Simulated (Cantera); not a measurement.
# Diamond growth

A diamond (100) surface in a fixed gas of H2 with x(CH4) = 0.0032, x(H) = 0.044, x(CH3) = 0.00038, at 1323 K; coverages are run to steady state.

Cantera simulation using the Harris–Goodwin 1993 mechanism for the reconstructed diamond (100) surface; the numbers are that mechanism's predictions, not measurements.

```tsv
P (Pa)	growth (µm/h)	θ c6HH	θ c6H*	θ c6*H	θ c6**	θ c6HM
1000	1.02	0.363	0.0519	0.533	0.0515	0.000116
1700	2.15	0.363	0.0519	0.533	0.0515	0.000189
2800	4.46	0.363	0.0520	0.533	0.0515	0.000288
4700	9.67	0.363	0.0522	0.532	0.0516	0.000430
7700	20.1	0.363	0.0524	0.532	0.0516	0.000599
13000	42.4	0.363	0.0529	0.531	0.0518	0.000800
21000	81.0	0.363	0.0536	0.530	0.0520	0.000983
34000	150	0.362	0.0547	0.528	0.0523	0.00115
```
θ: site fractions in the mechanism's names (c6HH fully hydrogenated, c6H* and c6*H radical sites, c6** diradical, c6HM methylated).
